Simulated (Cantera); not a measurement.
An isothermal, constant-pressure homogeneous reactor starts with H2 : O2 : N2 = 0.14 : 1 : 2.9 (molar parts), equivalence ratio 0.070, at 1325 K and 0.0110 bar.

Detailed kinetics in Cantera: GRI-Mech 3.0 (53 species, 325 reactions). Radical loss at walls, strong at low pressure, is not modelled. The temperature is held fixed by assumption; the heat of reaction is taken as removed at once.

x: mole fraction; the columns are a selection and need not sum to one.

| t (s) | x H2 | x O2 | x NO | x O | x H2O | x NO2 | x OH |
|---|---|---|---|---|---|---|---|
| 2.00e-5 | 0.0347 | 0.248 | <1e-12 | 8.38e-11 | 5.89e-12 | <1e-12 | 8.17e-11 |
| 7.02e-5 | 0.0347 | 0.248 | <1e-12 | 8.90e-10 | 2.17e-10 | <1e-12 | 8.20e-10 |
| 0.000246 | 0.0347 | 0.248 | <1e-12 | 8.64e-9 | 6.68e-9 | <1e-12 | 6.99e-9 |
| 0.000865 | 0.0347 | 0.248 | <1e-12 | 1.98e-7 | 3.34e-7 | <1e-12 | 1.47e-7 |
| 0.00304 | 0.0313 | 0.245 | 1.98e-11 | 0.00122 | 0.00234 | <1e-12 | 0.000860 |
| 0.0107 | 0.00116 | 0.223 | ___ | 0.0187 | 0.0281 | 1.47e-12 | 0.00286 |
| 0.0374 | 0.00105 | 0.224 | ___ | 0.0166 | 0.0290 | 6.90e-12 | 0.00273 |
| 0.131 | 0.000744 | 0.227 | ___ | 0.0110 | 0.0312 | 2.19e-11 | 0.00231 |
| 0.461 | 0.000256 | 0.232 | 2.11e-6 | 0.00357 | 0.0339 | 6.39e-11 | 0.00137 |
| 1.62 | 3.40e-5 | 0.234 | 2.20e-6 | 0.000464 | 0.0350 | 2.27e-10 | 0.000500 |
| 5.68 | 3.69e-6 | 0.234 | 2.21e-6 | 5.02e-5 | 0.0352 | 4.84e-10 | 0.000165 |
| 19.9 | 5.57e-7 | 0.234 | 2.22e-6 | 7.59e-6 | 0.0352 | 7.60e-10 | 6.42e-5 |
| 70.0 | 1.38e-7 | 0.234 | 2.22e-6 | 1.88e-6 | 0.0352 | 1.76e-9 | 3.19e-5 |

Q: Complete the blanks.

A: 
- 0.0107, x NO: 1.37e-7
- 0.0374, x NO: 6.02e-7
- 0.131, x NO: 1.50e-6
